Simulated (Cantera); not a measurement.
# Stirred combustor or abatement burner

A perfectly stirred reactor is fed with 13.5 % CH₄, 0.997 % CO, 16.2 % O₂, 60.7 % N₂, 8.62 % H₂O, at 100000 Pa; it is adiabatic with a 623 K inlet, and is followed from long to short residence time, starting on the burning branch (τ in s: 0.11, 0.04, 0.015, 0.0055, 0.002, 0.00076, 0.00028, 0.0001, 3.8e-05).

Cantera simulation using GRI-Mech 3.0 (53 species, 325 reactions); the numbers are that mechanism's predictions, not measurements.

| τ (s) | T (K) | x CH₄ | x CO | x O₂ | x N₂O | x NO | x CH₂CO | x OH |
|---|---|---|---|---|---|---|---|---|
| 0.11 | 1908 | 0.00290 | 0.0844 | 0.000283 | 2.36e-9 | 2.08e-5 | 7.30e-6 | 6.73e-5 |
| 0.040 | 1911 | 0.00407 | 0.0810 | 0.000649 | 2.51e-9 | 1.71e-5 | 1.70e-5 | 8.64e-5 |
| 0.015 | 1909 | 0.00526 | 0.0782 | 0.00140 | 2.81e-9 | 1.36e-5 | 3.45e-5 | 0.000114 |
| 0.0055 | 1896 | 0.00667 | 0.0763 | 0.00303 | 3.36e-9 | 9.86e-6 | 6.57e-5 | 0.000149 |
| 0.0020 | 1858 | 0.00915 | 0.0760 | 0.00713 | 4.77e-9 | 5.20e-6 | 0.000128 | 0.000179 |
| 0.00076 | 623 | 0.135 | 0.00997 | 0.162 | <1e-12 | <1e-12 | <1e-12 | <1e-12 |
| 0.00028 | 623 | 0.135 | 0.00997 | 0.162 | <1e-12 | <1e-12 | <1e-12 | <1e-12 |
| 0.00010 | 623 | 0.135 | 0.00997 | 0.162 | <1e-12 | <1e-12 | <1e-12 | <1e-12 |
| 3.8e-5 | 623 | 0.135 | 0.00997 | 0.162 | <1e-12 | <1e-12 | <1e-12 | <1e-12 |
x: mole fraction; the columns are a selection and need not sum to one.
